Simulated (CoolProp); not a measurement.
Vapour-liquid equilibrium of carbon dioxide (1) + R152A (2) at 0.74 MPa; x and y are mole fractions of (1).

The numbers come from the multi-fluid Helmholtz-energy mixture model, Span 1996 and Outcalt 1996; pair parameters Bell 2016 in CoolProp.

```
x     bubble temperature (K)  y at the bubble point  dew temperature at overall composition x (K)  liquid density (mol/L)
----  ----------------------  ---------------------  --------------------------------------------  ----------------------
0.05                   294.2                  0.286                                         303.8                   14.00
0.2                    268.7                  0.725                                         297.9                   15.81
0.35                   253.4                  0.872                                         291.3                   17.46
0.5                    243.5                  0.933                                         283.7                   19.11
0.65                   236.4                  0.965                                         274.4                   20.90
0.8                    231.0                  0.984                                         261.8                   22.90
0.95                   226.5                  0.997                                         240.0                   25.21
```

No azeotrope shows between x = 0.05 and 0.95.

Pair parameters are fitted to limited data, so mixtures are less certain than the pure fluids.
